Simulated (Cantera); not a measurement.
A Cantera script and its output.

```python
import numpy as np
import cantera as ct

gas = ct.Solution("gri30.yaml")
gas.TPX = 925, 2666, {'H2': 0.039, 'O2': 1}
reactor = ct.IdealGasConstPressureReactor(gas, energy="off", clone=False)
net = ct.ReactorNet([reactor])
net.rtol, net.atol = 1e-08, 1e-18
show = ['H2', 'O2', 'H2O2', 'H2O', 'O', 'H']
times = np.geomspace(6e-05, 20, 10)

steps = ct.SolutionArray(gas, extra=["t"])
rows = []
print(f"{'t/s':>10s}{'T/K':>9s}{'P/Pa':>11s}" + "".join(f"{s:>11s}" for s in show))
for t in times:
    while net.time < t:
        t_next = net.step()
        steps.append(gas.state, t=t_next)
    rows.append([np.interp(t, steps.t, y) for y in (steps.T, steps.P, *steps(*show).X.T)])
    print(f"{t:10.3e}{rows[-1][0]:9.1f}{rows[-1][1]:11.4g}" + "".join(f"{x:11.3e}" for x in rows[-1][2:]))
rate = np.gradient(steps.T, steps.t)
print("integrator steps:", len(steps.t))
if steps.T.max() > steps.T[0] + 200:
    print(f"time of steepest temperature rise: {steps.t[rate.argmax()]:.4e} s")
gas.TPX = 925, 2666, {'H2': 0.039, 'O2': 1}
gas.equilibrate("TP")
print(f"equilibrium (TP): T = {gas.T:.1f} K  " + "  ".join(f"{s} {gas[s].X[0]:.3e}" for s in show))
```

Result:

```
       t/s      T/K       P/Pa         H2         O2       H2O2        H2O          O          H
 6.000e-05    925.0       2666  3.754e-02  9.625e-01  3.967e-17  2.342e-13  9.823e-13  3.758e-12
 2.465e-04    925.0       2666  3.754e-02  9.625e-01  6.841e-16  9.506e-12  1.308e-11  1.427e-11
 1.013e-03    925.0       2666  3.754e-02  9.625e-01  1.349e-14  5.457e-10  3.698e-10  2.204e-10
 4.160e-03    925.0       2666  3.752e-02  9.625e-01  1.079e-10  1.464e-05  8.763e-06  5.030e-06
 1.709e-02    925.0       2666  5.829e-04  9.600e-01  2.675e-07  3.732e-02  1.451e-03  2.510e-04
 7.021e-02    925.0       2666  4.708e-05  9.616e-01  9.596e-08  3.817e-02  9.495e-05  2.607e-06
 2.884e-01    925.0       2666  5.157e-06  9.617e-01  3.915e-08  3.824e-02  8.091e-06  6.509e-08
 1.185e+00    925.0       2666  3.566e-07  9.617e-01  1.248e-08  3.825e-02  8.308e-07  2.183e-09
 4.868e+00    925.0       2666  1.098e-08  9.617e-01  3.389e-09  3.825e-02  1.121e-07  1.060e-10
 2.000e+01    925.0       2666  5.671e-10  9.617e-01  9.136e-10  3.825e-02  2.030e-08  8.080e-12
integrator steps: 1406
equilibrium (TP): T = 925.0 K  H2 1.879e-12  O2 9.617e-01  H2O2 6.117e-12  H2O 3.825e-02  O 8.099e-11  H 2.200e-15
```

Model: GRI-Mech 3.0 (53 species, 325 reactions), integrated in Cantera. Radical loss at walls, strong at low pressure, is not modelled. Below about 950 K walls govern HO2 and H2O2 in real vessels. The temperature is held fixed by assumption; the heat of reaction is taken as removed at once.
